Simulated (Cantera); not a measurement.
**Ignition delay**

Mixture: 35.3 % H2, 13.6 % O2, 51.1 % N2, equivalence ratio 1.3, at 3750 Torr, adiabatic and at constant pressure. Ignition delay is the time to a rise of 400 K.

Detailed kinetics in Cantera: GRI-Mech 3.0 (53 species, 325 reactions). The hydrogen kinetics of GRI-Mech 3.0 are dated; newer H2 mechanisms differ, most at raised pressure. Where the delays flatten at high temperature, the 400 K rule measures the pace of heat release, not the induction time.

| T0 (K) | delay (ms) |
|---|---|
| 1200 | 0.0165 |
| 1275 | 0.00809 |
| 1350 | 0.00519 |
| 1425 | 0.00372 |
| 1500 | 0.00285 |
| 1575 | 0.00230 |
| 1650 | 0.00193 |
| 1725 | 0.00168 |
| 1800 | 0.00150 |
